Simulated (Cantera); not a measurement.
Input: 1 mol BN, 2.4 mol NF₃, equilibrated at 1973 K and 13.3 mbar.

Method: chemical equilibrium by Gibbs-energy minimisation in Cantera with the NASA 1993 tables (ideal gas, pure condensed phases). Candidate condensed phases: B, BN; 13 gas species. Rates play no part.

What is the equilibrium state?


```json
{
 "x(F)": "0.609",
 "x(N₂)": "0.246",
 "x(BF₃)": "0.145",
 "x(F₂)": "2.64e-5",
 "gas_amount": "6.900 mol",
 "log10 activity of B(s) (absent)": "-19.84"
}
```
